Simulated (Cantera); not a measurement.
A perfectly stirred reactor is fed with C2H4 : O2 : N2 : CO2 = 1 : 6.67 : 25.1 : 1.7 (molar parts), at 9000 Torr; it is adiabatic with a 575 K inlet, and is followed from long to short residence time, starting on the burning branch (τ in s: 0.27, 0.1, 0.039, 0.015, 0.0056, 0.0021, 0.00081, 0.00031, 0.00012, 4.4e-05, 1.7e-05).

Cantera simulation using GRI-Mech 3.0 (53 species, 325 reactions); the numbers are that mechanism's predictions, not measurements. GRI-Mech 3.0 was tuned for natural gas; its chemistry of ethylene as a main component is partial and can be far from experiment. The pressure lies above the range GRI-Mech 3.0 was tuned for (to about 10 atm).

**Question.** What does this change do: O2 6.67 to 4 parts?

**Answer.** 
```json
[
 {"quantity": "blow-out, bracketed by the residence times tried", "before": "burning at 0.810 ms, out at 0.310 ms", "after": "burning at 0.310 ms, out at 0.120 ms"},
 {"quantity": "x(C2H4) at τ = 0.270 s", "before": "2.16e-6", "after": "1.58e-6"},
 {"quantity": "x(O2) at τ = 0.270 s", "before": "0.106", "after": "0.0315"},
 {"quantity": "x(CO2) at τ = 0.270 s", "before": "0.107", "after": "0.116"},
 {"quantity": "x(OH) at τ = 0.270 s", "before": "0.000113", "after": "0.000154"},
 {"quantity": "x(CH2O) at τ = 0.270 s", "before": "1.22e-7", "after": "7.97e-8"},
 {"quantity": "x(C2H4) at τ = 2.10 ms", "before": "6.72e-5", "after": "4.59e-5"},
 {"quantity": "x(O2) at τ = 2.10 ms", "before": "0.108", "after": "0.0327"},
 {"quantity": "x(CO2) at τ = 2.10 ms", "before": "0.105", "after": "0.114"},
 {"quantity": "x(OH) at τ = 2.10 ms", "before": "0.000340", "after": "0.000516"},
 {"quantity": "x(CH2O) at τ = 2.10 ms", "before": "5.37e-6", "after": "3.38e-6"}
]
```

**Question.** What does this change do: O2 6.67 to 5 parts?

**Answer.** 
| quantity | before | after |
|---|---|---|
| blow-out, bracketed by the residence times tried | burning at 0.810 ms, out at 0.310 ms | burning at 0.310 ms, out at 0.120 ms |
| x(C2H4) at τ = 0.270 s | 2.16e-6 | 1.75e-6 |
| x(O2) at τ = 0.270 s | 0.106 | 0.0610 |
| x(CO2) at τ = 0.270 s | 0.107 | 0.113 |
| x(OH) at τ = 0.270 s | 0.000113 | 0.000139 |
| x(CH2O) at τ = 0.270 s | 1.22e-7 | 9.44e-8 |
| x(C2H4) at τ = 2.10 ms | 6.72e-5 | 5.20e-5 |
| x(O2) at τ = 2.10 ms | 0.108 | 0.0620 |
| x(CO2) at τ = 2.10 ms | 0.105 | 0.110 |
| x(OH) at τ = 2.10 ms | 0.000340 | 0.000450 |
| x(CH2O) at τ = 2.10 ms | 5.37e-6 | 3.97e-6 |
